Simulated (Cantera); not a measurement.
Cantera run:

```python
import numpy as np
import cantera as ct

gas_names = """
    H HNO HNO2 HNO3 HO2 H2 H2O H2O2 N NH NH2 NH3 NH2OH NO NO2 NO3 N2 N2H2 N2H4 N2O O OH O2 O3 Si SiH
    SiH2 SiH3 SiH4 SiN SiO SiO2 Si2 Si2N Si3
""".split()
cond_names = """
    H2O(s) H2O(L) Si(cr) Si(L) SiO2(Lqz) SiO2(hqz) SiO2(L) Si2N2O(s) Si3N4(a)
""".split()


def load(file, names, dense=False):
    # The tables refer to 1 bar. Condensed volumes are neglected.
    table = {s.name: s for s in ct.Species.list_from_file(file)}
    out = []
    for n in names:
        d = dict(table[n].input_data)
        d["thermo"] = dict(d["thermo"], **{"reference-pressure": 1e5})
        if dense:
            d["equation-of-state"] = {"model": "constant-volume", "density": "1e6 g/cm^3"}
        out.append(ct.Species.from_dict(d))
    return out


gas = ct.Solution(thermo="ideal-gas", species=load("nasa_gas.yaml", gas_names))
cond = {s.name: ct.Solution(thermo="fixed-stoichiometry", species=[s], name=s.name)
        for s in load("nasa_condensed.yaml", cond_names, dense=True)}
atoms = {
    'Si3N4': {'Si': 3, 'N': 4},
    'H2O': {'H': 2, 'O': 1},
    'N2': {'N': 2},
}
top_T = {'Si2N2O(s)': 2100, 'Si3N4(a)': 2400}  # K; cautious upper limits of use, not melting points


def equilibrate(T, P, feed):
    n = {}
    for name, mol in feed.items():
        for a, k in atoms[name].items():
            n[a] = n.get(a, 0.0) + k * mol
    gas.TPX = T, P, n
    mass = sum(n.values()) * gas.mean_molecular_weight
    gas.equilibrate("TP")
    valid = [c for c in cond.values() if c.min_temp <= T <= top_T.get(c.name, c.max_temp)]
    mix = ct.Mixture([(gas, mass / gas.mean_molecular_weight)] + [(c, 0.0) for c in valid])
    mix.T, mix.P = T, P
    mix.equilibrate("TP", solver="vcs", rtol=1e-11, max_steps=5000)
    return mix


results = []
feed = {'Si3N4': 1, 'H2O': 0.17, 'N2': 18}  # mol
T = 823  # K
P = 1100  # Pa
mix = equilibrate(T, P, feed)
results.append((T, P, feed, dict(zip(mix.species_names, mix.species_moles))))
x = sorted(zip(gas.X, gas.species_names), reverse=True)
print(f"T = {T:g} K  P = {P:g} Pa  gas = {mix.phase_moles(0):.4g} mol")
print("   x: " + "  ".join(f"{s} {v:.3e}" for v, s in x if v > 0.001))
print("   condensed (mol): " + ("  ".join(f"{mix.phase(i).name} {mix.phase_moles(i):.4g}"
      for i in range(1, mix.n_phases) if mix.phase_moles(i) > 1e-12) or "none"))
```

Output:

```
T = 823 K  P = 1100 Pa  gas = 18.23 mol
   x: N2 9.907e-01  H2 9.327e-03
   condensed (mol): Si2N2O(s) 0.17  Si3N4(a) 0.8867
```

These are equilibrium values from Cantera (NASA tables, ideal gas, pure condensed phases), not measurements of a reactor.
